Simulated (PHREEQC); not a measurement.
A solution holds 0.0013 mol/kgw NH3 and 5.9e-05 mol/kgw K2SiO3, at 25 °C and 300 atm. Closed to the air; pH follows from the charge balance.

All values are PHREEQC results (ion-association model, phreeqc.dat), not measurements.

This is a speciation only: nothing precipitates in the calculation.

**Question.** What pH, ionic strength does the model give?

**Answer.** pH 10.20; ionic strength 0.000258 mol/kgw.

**Question.** In which forms is Si present?

**Answer.** H3SiO4- 76 %, H4SiO4 24 % of the Si.

Species that the database lacks are ignored. Under pressure, the constants of complexes without a molar volume in the database are unreliable.
